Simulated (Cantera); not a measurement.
A Cantera script and what it prints.

```python
import numpy as np
import cantera as ct

gas_names = """
    H HNO HNO2 HNO3 HO2 H2 H2O H2O2 N NH NH2 NH3 NH2OH NO NO2 NO3 N2 N2H2 N2H4 N2O O OH O2 O3 Si SiH
    SiH2 SiH3 SiH4 SiN SiO SiO2 Si2 Si2N Si3
""".split()
cond_names = """
    H2O(s) H2O(L) Si(cr) Si(L) SiO2(Lqz) SiO2(hqz) SiO2(L) Si2N2O(s) Si3N4(a)
""".split()


def load(file, names, dense=False):
    # The tables refer to 1 bar. Condensed volumes are neglected.
    table = {s.name: s for s in ct.Species.list_from_file(file)}
    out = []
    for n in names:
        d = dict(table[n].input_data)
        d["thermo"] = dict(d["thermo"], **{"reference-pressure": 1e5})
        if dense:
            d["equation-of-state"] = {"model": "constant-volume", "density": "1e6 g/cm^3"}
        out.append(ct.Species.from_dict(d))
    return out


gas = ct.Solution(thermo="ideal-gas", species=load("nasa_gas.yaml", gas_names))
cond = {s.name: ct.Solution(thermo="fixed-stoichiometry", species=[s], name=s.name)
        for s in load("nasa_condensed.yaml", cond_names, dense=True)}
atoms = {
    'Si3N4': {'Si': 3, 'N': 4},
    'N2O': {'N': 2, 'O': 1},
    'N2': {'N': 2},
    'H2O': {'H': 2, 'O': 1},
}
top_T = {'Si2N2O(s)': 2100, 'Si3N4(a)': 2400}  # K; cautious upper limits of use, not melting points


def equilibrate(T, P, feed):
    n = {}
    for name, mol in feed.items():
        for a, k in atoms[name].items():
            n[a] = n.get(a, 0.0) + k * mol
    gas.TPX = T, P, n
    mass = sum(n.values()) * gas.mean_molecular_weight
    gas.equilibrate("TP")
    valid = [c for c in cond.values() if c.min_temp <= T <= top_T.get(c.name, c.max_temp)]
    mix = ct.Mixture([(gas, mass / gas.mean_molecular_weight)] + [(c, 0.0) for c in valid])
    mix.T, mix.P = T, P
    mix.equilibrate("TP", solver="vcs", rtol=1e-11, max_steps=5000)
    return mix


results = []
feed = {'Si3N4': 1, 'N2O': 0.086, 'N2': 1, 'H2O': 1.4}  # mol
P = 1333.22  # Pa
for T in [1025, 1125, 1225, 1325, 1425, 1525, 1625, 1725, 1825, 1925, 2025]:
    mix = equilibrate(T, P, feed)
    results.append((T, P, feed, dict(zip(mix.species_names, mix.species_moles))))

top = {s: max(r[3][s] / sum(r[3][g] for g in gas_names) for r in results) for s in gas_names}
cols = sorted((s for s in top if top[s] > 0.001), key=lambda s: -top[s])[:9]
seen = [c for c in cond_names if any(r[3].get(c, 0) > 1e-12 for r in results)]
print("log10 of partial pressures in bar; condensed amounts in mol")
print(f"{'T/K':>10s}" + "".join(f"{s[:9]:>10s}" for s in cols + seen))
for T, P, feed, n in results:
    ng = sum(n[g] for g in gas_names)
    print(f"{T:10.4g}" + "".join(f"{np.log10(max(n[s] / ng * P / 1e5, 1e-99)):10.3f}" for s in cols)
          + "".join(f"{n.get(c, 0):10.4g}" for c in seen))
```

It prints:

```
log10 of partial pressures in bar; condensed amounts in mol
       T/K        N2        H2       SiO         H        Si     Si(L) Si2N2O(s)  Si3N4(a)
      1025    -2.150    -2.203   -16.187    -9.463   -20.622         0     1.486  0.009333
      1125    -2.150    -2.203   -13.535    -8.454   -17.470         0     1.486  0.009333
      1225    -2.150    -2.203   -11.323    -7.608   -14.838         0     1.486  0.009333
      1325    -2.150    -2.203    -9.451    -6.888   -12.607         0     1.486  0.009333
      1425    -2.150    -2.203    -7.847    -6.268   -10.693         0     1.486  0.009334
      1525    -2.151    -2.203    -6.458    -5.728    -9.033         0     1.486  0.009359
      1625    -2.151    -2.204    -5.244    -5.253    -7.581         0     1.485  0.009756
      1725    -2.152    -2.207    -4.174    -4.835    -6.299         0     1.471   0.01432
      1825    -2.153    -2.272    -3.043    -4.492    -5.342    0.2625      1.25         0
      1925    -2.163    -2.510    -2.481    -4.275    -4.759     1.505         0         0
      2025    -2.166    -2.517    -2.483    -3.974    -4.235     1.484         0         0
```

These are equilibrium values from Cantera (NASA tables, ideal gas, pure condensed phases), not measurements of a reactor. Mutual solubility and eutectic melting of coexisting phases are not modelled. The tables' values for SiN are old estimates; treat these amounts as uncertain. Gases not in the tables: Si2H6 and higher silanes.
